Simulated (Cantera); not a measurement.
Input: 1 mol Zr, 0.53 mol H₂O, 20 mol H₂, equilibrated at 0.00133 bar.

Equilibrium computed with Cantera from the NASA thermochemical tables; the gas is ideal and each condensed phase is pure. Candidate condensed phases: H₂O, Zr, ZrO₂; 12 gas species. Mutual solubility and eutectic melting of coexisting phases are not modelled. Condensed phases not in the tables: N, O or C dissolved in the metal. Rates play no part.

What share of the Zr ends up in condensed phases as a function of T (K), at 2073, 2148, 2223, 2298, 2373, 2448, 2523, 2598, 2673, 2748, 2823?


| T (K) | Zr condensed (%) | as |
|---|---|---|
| 2073 | 99.7 | Zr(β) + ZrO₂(tetragonal) |
| 2148 | 98.9 | Zr(l) + ZrO₂(tetragonal) |
| 2223 | 96.5 | Zr(l) + ZrO₂(tetragonal) |
| 2298 | 89.4 | Zr(l) + ZrO₂(tetragonal) |
| 2373 | 69.8 | Zr(l) + ZrO₂(tetragonal) |
| 2448 | 44.1 | Zr(l) |
| 2523 | 39.4 | Zr(l) |
| 2598 | 28.8 | Zr(l) |
| 2673 | 5.2 | Zr(l) |
| 2748 | 0.0 | - |
| 2823 | 0.0 | - |
